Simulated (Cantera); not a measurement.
A closed system holds: 1 mol AlN, 0.58 mol Cl₂, 6.5 mol H₂, at 1373.15 K and 1.00 bar.

Cantera equilibrium calculation (NASA polynomials, part measured and part estimated; ideal gas, pure solids and liquids). Candidate condensed phases: Al, AlCl₃, AlN, NH₄Cl; 20 gas species. The tables' values for AlCl₂ are old estimates; treat these amounts as uncertain. Rates play no part.

Base state: H₂ 0.888, HCl 0.0607, AlCl₃ 0.0342, N₂ 0.0172, AlCl₂ 0.000254, AlCl 2.47e-5, NH₃ 1.03e-5 (mole fractions); condensed: AlN(s).

Task: What changes in the equilibrium state with this change: temperature from 1373.15 K to 1698 K?

Result: 
```
species        before     after
-----------  --------  --------
H₂              0.888     0.881
HCl            0.0607    0.0550
AlCl₃          0.0342    0.0287
AlCl          2.47e-5   0.00688
AlCl₂        0.000254   0.00699
N₂             0.0172    0.0213
H             3.14e-6  0.000136
NH₃           1.03e-5   4.41e-6
AlN(s), mol     0.756     0.695
```

Task: What changes in the equilibrium state with this change: temperature from 1373.15 K to 1800 K?

Result: 
| species | before | after |
|---|---|---|
| H₂ | 0.888 | 0.867 |
| HCl | 0.0607 | 0.0503 |
| N₂ | 0.0172 | 0.0276 |
| AlCl | 2.47e-5 | 0.0222 |
| AlCl₃ | 0.0342 | 0.0207 |
| AlCl₂ | 0.000254 | 0.0123 |
| H | 3.14e-6 | 0.000333 |
| Cl | 1.78e-7 | 1.48e-5 |
| NH₃ | 1.03e-5 | 3.91e-6 |
| AlN(s), mol | 0.756 | 0.598 |
